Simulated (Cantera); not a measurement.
Feed: 1 mol LiCl, 3.9 mol H2, held at 1.40 mbar.

Cantera equilibrium calculation (NASA polynomials, part measured and part estimated; ideal gas, pure solids and liquids). Candidate condensed phases: Li, LiCl, LiH; 11 gas species. Equilibrium is a limit: real reactors are often held back by kinetics, nucleation or transport.

At 1275 K, list the 4 most abundant gas species with their mole fractions, and the condensed phases.

H2 0.797, LiCl 0.200, Li2Cl2 0.00213, HCl 0.000159. Condensed: gas only.
